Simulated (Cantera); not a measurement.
A closed system holds: 1 mol SiH₂Cl₂, 20 mol NH₃, 18 mol N₂, at 1350 K and 3300 Pa.

Equilibrium computed with Cantera from the NASA thermochemical tables; the gas is ideal and each condensed phase is pure. Candidate condensed phases: NH₄Cl, Si, Si₃N₄; 28 gas species. Rates play no part.

Base state: H₂ 0.506, N₂ 0.461, HCl 0.0337, SiCl₂ 1.50e-5 (mole fractions); condensed: Si₃N₄(s).

Question: What changes in the equilibrium state with this change: temperature from 1350 K to 2025 K?

Answer: 
```tsv
species	before	after
H₂	0.506	0.497
N₂	0.461	0.464
HCl	0.0337	0.0261
H	9.33e-6	0.00747
SiCl₂	1.50e-5	0.00320
Si	<1e-9	0.00176
SiCl	<1e-9	0.000314
Si₃N₄(s), mol	0.333	0
Si(l), mol	0	0.654
```
The tables' values for SiCl, SiN are old estimates; treat these amounts as uncertain. Gases not in the tables: Si₂H₆ and higher silanes.
